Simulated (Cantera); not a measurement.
An isothermal plug-flow reactor at 925 K and 1.40 bar (inlet), inlet velocity 0.089 m/s, active area per volume 220 1/m; feed CH₄ : O₂ : N₂ = 0.0023 : 0.019 : 0.79 (molar parts).

Cantera simulation using Deutschmann's 1995 Pt surface mechanism with GRI-Mech 3.0 gas chemistry; the numbers are that mechanism's predictions, not measurements. Catalytic surfaces can have several steady states; this one follows from the mechanism file's or the stated starting coverage. Mass transfer to the wall is taken as infinitely fast.

Question: Predict: x(CH₄) at z = 0.017 m; x(O₂) at z = 0.017 m; x(H₂O) at z = 0.017 m; x(CO₂) at z = 0.017 m; x(CO) at z = 0.017 m; θ(free Pt) at the exit; θ(O*) at the exit; θ(OH*) at the exit.

Answer: 
- x(CH₄) at z = 0.017 m = 0.000308
- x(O₂) at z = 0.017 m = 0.0184
- x(H₂O) at z = 0.017 m = 0.00504
- x(CO₂) at z = 0.017 m = 0.00252
- x(CO) at z = 0.017 m = 1.22e-7
- θ(free Pt) at the exit = 0.181
- θ(O*) at the exit = 0.817
- θ(OH*) at the exit = 0.00193
